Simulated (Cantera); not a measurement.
A closed system holds: 1 mol Si, 0.0028 mol H₂O, 7 mol H₂, at 750 Torr.

Method: chemical equilibrium by Gibbs-energy minimisation in Cantera with the NASA 1993 tables (ideal gas, pure condensed phases). Candidate condensed phases: H₂O, Si, SiO₂; 18 gas species. Gases not in the tables: Si₂H₆ and higher silanes. Kinetics and transport are ignored. All values below are at 2198 K.

Base state: H₂ 0.993, H 0.00555, SiO 0.000398, Si 0.000362, SiH₂ 0.000293, SiH 0.000160 (mole fractions); condensed: Si(l).

Problem. What changes in the equilibrium state with this change: H₂O from 0.0028 to 0.63 mol?

Solution. 
| species | before | after |
|---|---|---|
| H₂ | 0.993 | 0.918 |
| SiO | 0.000398 | 0.0760 |
| H | 0.00555 | 0.00534 |
| H₂O | 1.72e-7 | 3.02e-5 |
| SiH₂ | 0.000293 | 0.000271 |
| Si(l), mol | 0.991 | 0.364 |

Problem. What changes in the equilibrium state with this change: 0.021 mol O₂ added?

Solution. 
| species | before | after |
|---|---|---|
| H₂ | 0.993 | 0.987 |
| SiO | 0.000398 | 0.00633 |
| H | 0.00555 | 0.00553 |
| SiH₂ | 0.000293 | 0.000292 |
| SiH | 0.000160 | 0.000160 |
| Si(l), mol | 0.991 | 0.949 |
